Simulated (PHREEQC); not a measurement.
A column of 1 m (40 cells, dispersivity 0.05 m, 720 s a shift, diffusion coefficient 3e-10 m²/s) holds 0.019 eq of the database's cation exchanger X per kg of pore water, first in equilibrium with 0.0011 mol CaCl2, 0.00036 mol KBr and 1e-05 mol HCl per kg of water. It is flushed with 2 mmol/kgw NH4Cl, 46 mmol/kgw MgSO4 and 0.01 mmol/kgw HCl, at 25 °C. Values are for the last cell. The system is closed to CO2. No solid was allowed to form.

Model: ion-association model, phreeqc.dat, run in PHREEQC.

Task: Predict S in solution (mol/kgw), Mg in solution (mol/kgw) at pore volumes = 0.2125, 0.4125, 1.012.

Result: 
```csv
pore volumes,S in solution (mol/kgw),Mg in solution (mol/kgw)
0.2125,5.75e-10,0
0.4125,0.000115,1.36e-13
1.012,0.0266,0.0156
```
